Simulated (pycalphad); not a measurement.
## Phase fractions of Si-51.9Al (at.%)

Computed with pycalphad from the COST 507 light-alloy database (1999), at 1 atm. These are 1990s assessments: newer ones move some temperatures and phases. Phase fractions are per mole of atoms.

```
T (°C)      liquid  diamond (Si)    fcc
------  ----------  ------------  -----
1102         1.000             -      -
1027    (withheld)    (withheld)      -
952          0.863         0.137      -
877          0.782         0.218      -
802     (withheld)    (withheld)      -
727          0.666         0.334      -
652          0.624         0.376      -
577              -         0.473  0.527
502              -         0.477  0.523
427              -         0.479  0.521
352              -         0.480  0.520
277              -         0.481  0.519
```

**Question.** Some entries are withheld; supply them.

**Answer.** 
- 1027, liquid: 0.972
- 1027, diamond (Si): 0.028
- 802, liquid: 0.718
- 802, diamond (Si): 0.282
